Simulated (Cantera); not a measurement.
An isothermal, constant-pressure homogeneous reactor starts with 41.5 % H2, 24.4 % O2, 34.1 % N2, equivalence ratio 0.85, at 850 K and 0.230 bar.

Model: the H2/O2 subset of GRI-Mech 3.0, which has no nitrogen chemistry, integrated in Cantera. Below about 950 K walls govern HO2 and H2O2 in real vessels. The temperature is held fixed by assumption; the heat of reaction is taken as removed at once.

x: mole fraction; the columns are a selection and need not sum to one.

| t (s) | x H2 | x O2 | x OH | x H | x HO2 | x H2O2 | x H2O |
|---|---|---|---|---|---|---|---|
| 0.000300 | 0.415 | 0.244 | <1e-12 | 4.11e-11 | 1.42e-10 | <1e-12 | 1.06e-10 |
| 0.00143 | 0.415 | 0.244 | 8.58e-12 | 4.63e-10 | 4.27e-9 | 1.51e-11 | 4.39e-9 |
| 0.00682 | 0.415 | 0.244 | 3.13e-8 | 1.38e-6 | 1.14e-5 | 1.59e-7 | 1.56e-5 |
| 0.0325 | 0.290 | 0.184 | 6.12e-10 | 1.43e-8 | 1.18e-5 | 7.63e-5 | 0.157 |
| 0.155 | 0.290 | 0.184 | 6.77e-10 | 1.54e-8 | ___ | ___ | 0.157 |
| 0.739 | 0.289 | 0.184 | 1.48e-9 | 3.10e-8 | 1.32e-5 | 0.000203 | 0.158 |
| 3.52 | 0.281 | 0.180 | 7.39e-9 | 1.19e-7 | 2.58e-5 | 0.000877 | 0.168 |
| 16.8 | ___ | ___ | ___ | ___ | 2.47e-5 | 0.000836 | ___ |
| 80.0 | 0.0553 | 0.0724 | 1.02e-8 | 4.37e-8 | 1.46e-5 | 0.000266 | 0.453 |

### Question
Fill in the missing entries.

### Answer

- 0.155, x HO2: 9.28e-6
- 0.155, x H2O2: 9.47e-5
- 16.8, x H2: 0.217
- 16.8, x O2: 0.149
- 16.8, x OH: 8.31e-9
- 16.8, x H: 9.91e-8
- 16.8, x H2O: 0.249
